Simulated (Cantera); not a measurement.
# Ignition delay

Mixture: CO : H₂ : CH₄ : O₂ : N₂ = 1 : 0.098 : 0.39 : 0.699 : 4.27 (molar parts), at 4.80 bar, adiabatic and at constant volume. Ignition delay is the time to a rise of 400 K.

Cantera simulation using GRI-Mech 3.0 (53 species, 325 reactions); the numbers are that mechanism's predictions, not measurements.

| T0 (K) | delay (ms) |
|---|---|
| 1025 | 17.7 |
| 1125 | 7.33 |
| 1225 | 2.96 |
| 1325 | 1.17 |
| 1425 | 0.470 |
| 1525 | 0.199 |

- apparent activation energy between 1325 and 1525 K: 150 kJ/mol
